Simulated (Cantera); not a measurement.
## Low-pressure radical oxidation in H2/O2

An isothermal, constant-pressure homogeneous reactor starts with H₂ : O₂ = 0.012 : 1 (molar parts), equivalence ratio 0.0060, at 1450 K and 1.80 Torr.

Detailed kinetics in Cantera: the H2/O2 subset of GRI-Mech 3.0, which has no nitrogen chemistry. Radical loss at walls, strong at low pressure, is not modelled.

| t (s) | x H₂ | x O₂ | x H | x HO₂ | x H₂O₂ | x OH |
|---|---|---|---|---|---|---|
| 2.00e-6 | 0.0119 | 0.988 | 1.90e-10 | 1.92e-10 | <1e-12 | 2.06e-12 |
| 6.30e-6 | 0.0119 | 0.988 | 5.86e-10 | 6.06e-10 | <1e-12 | 2.02e-11 |
| 1.98e-5 | 0.0119 | 0.988 | 1.72e-9 | 1.91e-9 | <1e-12 | 1.88e-10 |
| 6.25e-5 | 0.0119 | 0.988 | 4.42e-9 | 6.01e-9 | <1e-12 | 1.61e-9 |
| 0.000197 | 0.0119 | 0.988 | 8.56e-9 | 1.89e-8 | 1.98e-12 | 1.10e-8 |
| 0.000620 | 0.0119 | 0.988 | 1.45e-8 | 5.96e-8 | 1.89e-11 | 5.59e-8 |
| 0.00195 | 0.0119 | 0.988 | 4.64e-8 | 1.87e-7 | 1.67e-10 | 3.31e-7 |
| 0.00615 | 0.0118 | 0.988 | 1.09e-6 | 5.78e-7 | 1.20e-9 | 9.29e-6 |
| 0.0194 | 0.00113 | 0.978 | 0.000540 | 1.07e-7 | 3.61e-9 | 0.00288 |
| 0.0610 | 5.38e-5 | 0.977 | 0.000362 | 7.42e-8 | 1.76e-9 | 0.00173 |
| 0.192 | 5.33e-5 | 0.977 | 0.000357 | 7.38e-8 | 1.75e-9 | 0.00173 |
| 0.605 | 5.18e-5 | 0.977 | 0.000341 | 7.28e-8 | 1.74e-9 | 0.00170 |
| 1.91 | 4.75e-5 | 0.978 | 0.000298 | 6.97e-8 | 1.68e-9 | 0.00163 |
| 6.00 | 3.68e-5 | 0.980 | 0.000200 | 6.13e-8 | 1.52e-9 | 0.00144 |
x: mole fraction; the columns are a selection and need not sum to one.

Equilibrium at this temperature and pressure: H₂ 2.32e-7, O₂ 0.988, H 9.37e-8, HO₂ 3.27e-8, H₂O₂ 8.90e-11, OH 0.000115 (gas phase only).
